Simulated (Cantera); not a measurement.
Low-pressure radical oxidation in H2/O2

An isothermal, constant-pressure homogeneous reactor starts with H₂ : O₂ : N₂ = 0.077 : 1 : 1.4 (molar parts), at 1300 K and 2700 Pa.

Model: GRI-Mech 3.0 (53 species, 325 reactions), integrated in Cantera. Radical loss at walls, strong at low pressure, is not modelled.

```
t (s)         x H₂   x O₂     x H₂O    x N₂O      x OH     x NO
--------  --------  -----  --------  -------  --------  -------
3.00e-5     0.0311  0.404  3.00e-10   <1e-12   1.23e-9   <1e-12
8.68e-5     0.0311  0.404   5.24e-9   <1e-12   7.17e-9   <1e-12
0.000251    0.0311  0.404   1.12e-7   <1e-12   6.73e-8   <1e-12
0.000727    0.0311  0.404   2.19e-5   <1e-12   1.02e-5   <1e-12
0.00211    0.00122  0.380    0.0253  3.07e-9   0.00322  3.87e-8
0.00609   0.000626  0.381    0.0271  1.25e-8   0.00255  2.61e-7
0.0176    0.000445  0.385    0.0285  1.62e-8   0.00216  6.14e-7
0.0510    0.000192  0.390    0.0302  2.10e-8   0.00142  8.66e-7
0.148      4.25e-5  0.393    0.0311  2.86e-8  0.000672  9.24e-7
0.428      6.68e-6  0.394    0.0314  3.48e-8  0.000267  9.34e-7
1.24       1.13e-6  0.394    0.0315  3.70e-8  0.000110  9.38e-7
3.58       2.41e-7  0.394    0.0316  3.47e-8   5.11e-5  9.41e-7
10.4       6.60e-8  0.394    0.0316  2.56e-8   2.68e-5  9.41e-7
30.0       3.00e-8  0.394    0.0316  1.12e-8   1.81e-5  9.41e-7
```
x: mole fraction; the columns are a selection and need not sum to one.

Equilibrium at this temperature and pressure: H₂ 2.67e-8, O₂ 0.394, H₂O 0.0316, N₂O 4.33e-9, OH 1.71e-5, NO 0.000465 (gas phase only).
